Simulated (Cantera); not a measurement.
Feed: 1 mol B₂H₆, 0.48 mol N₂, held at 2175 K and 1000 Pa.

Equilibrium computed with Cantera from the NASA thermochemical tables; the gas is ideal and each condensed phase is pure. Candidate condensed phases: B, BN; 15 gas species. The feed counts by its element totals alone. Mutual solubility and eutectic melting of coexisting phases are not modelled. The tables' values for BH₂ are old estimates; treat these amounts as uncertain. Equilibrium is a limit: real reactors are often held back by kinetics, nucleation or transport.

Base state: H₂ 0.825, N₂ 0.130, H 0.0443, BH₂ 0.000970, B 0.000193, BH 2.23e-5 (mole fractions); condensed: B(s) + BN(s).

Task: What changes in the equilibrium state with this change: temperature from 2175 K to 1025 K?

Result: 
```tsv
species	before	after
H₂	0.825	1.00
H	0.0443	4.36e-8
BH₂	0.000970	7.09e-9
N₂	0.130	<1e-9
B	0.000193	<1e-9
BH	2.23e-5	<1e-9
B(s), mol	1.95	1.04
BN(s), mol	0.0416	0.960
```
N₂ is the only nitrogen source here; it is nearly inert below about 1500 K, so the nitride shown seldom forms there in practice.
